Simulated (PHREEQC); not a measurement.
Synthetic water in mg/L, 25 °C, pH 4.07, pe 12.4: Na 56; K 2.52; Ca 48.8; Mg 22.2; Cl 93.7; S(6) as SO4 206; Fe(3) 0.328; Zn 0.856.

Valence states are taken as typed.

All values are PHREEQC results (ion-association model, phreeqc.dat), not measurements.

```json
{
 "ionic_strength": "0.00995 mol/kgw",
 "specific_conductance": "771 µS/cm",
 "total_alkalinity": "-0.106 meq/kg",
 "charge_balance_error": "-0.2 %"
}
```

| species | molality | activity | log γ |
|---|---|---|---|
| Cl- | 0.00264 | 0.00238 | -0.045 |
| Na+ | 0.00242 | 0.00219 | -0.044 |
| SO4-2 | 0.00182 | 0.00121 | -0.175 |
| Ca+2 | 0.00106 | 0.000714 | -0.173 |
| Mg+2 | 0.000767 | 0.000518 | -0.170 |
| CaSO4 | 0.000154 | 0.000154 | 0.001 |
| MgSO4 | 0.000147 | 0.000147 | 0.001 |

No solid was allowed to form. Saturation is exceeded, for instance for Hematite (slow to form), Goethite (slow to form); the values hold only as long as no solid forms.
